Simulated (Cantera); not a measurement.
A freely propagating, adiabatic, planar premixed flame of H2 : O2 : N2 = 1 : 0.385 : 1.45 (molar parts), unburnt at 350 K and 5.03 atm; mixture-averaged transport, grid criteria slope 0.08 and curve 0.16, no radiation.

Cantera simulation using the H2/O2 subset of GRI-Mech 3.0, which has no nitrogen chemistry; the numbers are that mechanism's predictions, not measurements. The hydrogen kinetics of GRI-Mech 3.0 are dated; newer H2 mechanisms differ, most at raised pressure. Burning velocities carry a grid error of a few per cent, more on coarse grids.

**Question.** Predict: laminar burning velocity; thermal thickness; peak x(H2O2); peak x(OH); peak x(H).

**Answer.** 
- laminar burning velocity: 350 cm/s
- thermal thickness: 0.0449 mm
- peak x(H2O2): 0.000162
- peak x(OH): 0.0111
- peak x(H): 0.0382
